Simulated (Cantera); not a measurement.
A closed system holds: 1 mol PH₃, 0.11 mol H₂, held at 51.0 bar.

Method: chemical equilibrium by Gibbs-energy minimisation in Cantera with the NASA 1993 tables (ideal gas, pure condensed phases). Candidate condensed phases: P; 7 gas species. The ideal-gas law is rough above about 30 bar. Rates play no part.

**Question.** At 2025 K, list the 4 most abundant gas species with their mole fractions, and the condensed phases.

**Answer.** H₂ 0.779, P₂ 0.194, P₄ 0.0241, PH₃ 0.00248. Condensed: gas only.
